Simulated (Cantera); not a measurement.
Charge: 1 mol CaF2, 3.8 mol O2, 110 mol H2, equilibrated at 0.0188 Torr.

These are equilibrium values from Cantera (NASA tables, ideal gas, pure condensed phases), not measurements of a reactor. Candidate condensed phases: Ca, CaF2, CaO, Ca(OH)2, H2O; 29 gas species. Rates play no part.

At 1625 K, list the 4 most abundant gas species with their mole fractions, and the condensed phases.

H2 0.909, H2O 0.0592, HF 0.0176, H 0.0135. Condensed: CaO(s).
